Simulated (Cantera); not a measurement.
An isothermal, constant-pressure homogeneous reactor starts with CH₄ : H₂ : CO₂ = 0.025 : 1 : 0.011 (molar parts), at 2173 K and 2670 Pa.

Computed with Cantera and GRI-Mech 3.0 (53 species, 325 reactions). GRI-Mech 3.0 stops at C3 and has no aromatics, soot or wall deposition, so with more carbon than oxygen in the feed, carbon stays in small species such as C2H2 where larger ones or solid carbon would form. Radical loss at walls, strong at low pressure, is not modelled.

One state of this run: x CH₄ = 0.0148; x H₂ = 0.951; x CO₂ = 0.00299; x CH₃ = 0.00300; x H₂O = 0.00737; x O₂ = 2.59e-10; x H = 0.0101. x: mole fraction; the columns are a selection and need not sum to one.

Question: Which value of t (s) does it belong to?
(A) 70.0
(B) 5.00e-5
(C) 0.00349
(D) 0.000206

Answer: C, 0.00349
